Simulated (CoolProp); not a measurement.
c-C4F8 (RC318) along the isotherm 124.45 °C: Z from the reference equation and from simpler models built on Tc = 115.2 °C, pc = 27.78 bar, ω = 0.355; each cubic takes its own stable root.

Model: reference Helmholtz-energy equation of state, Platzer 1990, in CoolProp. This equation is an older, rougher fit; its heat capacities, sound speeds and derivatives of the liquid may be far off and weren't checked against measurements.

```csv
p (bar),phase,reference,van der Waals,Redlich-Kwong,Soave-Redlich-Kwong,Peng-Robinson
0.132,gas,0.9986,0.9987,0.9985,0.9985,0.9983
0.222,gas,0.9976,0.9978,0.9975,0.9975,0.9972
0.375,gas,0.9959,0.9962,0.9957,0.9958,0.9952
0.633,gas,0.9931,0.9936,0.9927,0.9928,0.9920
1.07,gas,0.9882,0.9891,0.9876,0.9878,0.9864
1.8,gas,0.9800,0.9816,0.9791,0.9794,0.9770
3.04,gas,0.9660,0.9685,0.9644,0.9650,0.9609
5.14,gas,0.9414,0.9457,0.9388,0.9398,0.9330
8.67,gas,…,0.9051,0.8937,…,0.8844
14.6,gas,0.8159,0.8286,0.8102,0.8140,0.7959
24.7,gas,0.6319,…,0.6250,0.6368,…
41.7,supercritical,0.2723,0.3595,0.3099,…,0.2927
```

Problem. What belongs in the gaps?

Solution. 
- 8.67, reference: 0.8977
- 8.67, Soave-Redlich-Kwong: 0.8956
- 24.7, van der Waals: 0.6497
- 24.7, Peng-Robinson: 0.6093
- 41.7, Soave-Redlich-Kwong: 0.3211
